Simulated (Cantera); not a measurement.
**Thermodynamics of aluminium nitride and oxide growth, feed AlCl3 + O2 + H2**

Input: 1 mol AlCl3, 5.2 mol O2, 42 mol H2, held at 8.20 mbar.

Equilibrium computed with Cantera from the NASA thermochemical tables; the gas is ideal and each condensed phase is pure. Candidate condensed phases: Al, AlCl3, Al2O3, H2O; 29 gas species. Kinetics and transport are ignored.

| T (K) | x H2 | x H2O | x HCl | x H | n Al2O3(s) |
|---|---|---|---|---|---|
| 1073 | 0.726 | 0.205 | 0.0690 | 1.32e-7 | 0.500 |
| 1148 | 0.726 | 0.205 | 0.0690 | 6.74e-7 | 0.500 |
| 1223 | 0.726 | 0.205 | 0.0690 | 2.83e-6 | 0.500 |
| 1298 | 0.726 | 0.205 | 0.0690 | 1.01e-5 | 0.500 |
| 1373 | 0.726 | 0.205 | 0.0690 | 3.13e-5 | 0.500 |
| 1448 | 0.726 | 0.205 | 0.0690 | 8.68e-5 | 0.500 |
| 1523 | 0.726 | 0.205 | 0.0689 | 0.000218 | 0.500 |
| 1598 | 0.726 | 0.205 | 0.0689 | 0.000501 | 0.500 |
| 1673 | 0.726 | 0.204 | 0.0688 | 0.00107 | 0.500 |
| 1748 | 0.725 | 0.204 | 0.0687 | 0.00215 | 0.500 |
| 1823 | 0.723 | 0.204 | 0.0685 | 0.00407 | 0.500 |
| 1898 | 0.720 | 0.204 | 0.0682 | 0.00733 | 0.500 |
| 1973 | 0.716 | 0.203 | 0.0676 | 0.0126 | 0.500 |
| 2048 | 0.709 | 0.202 | 0.0667 | 0.0208 | 0.499 |
x: gas mole fraction; n: condensed amount in mol.

From 1073 K to 2048 K the condensed part is Al2O3(s).
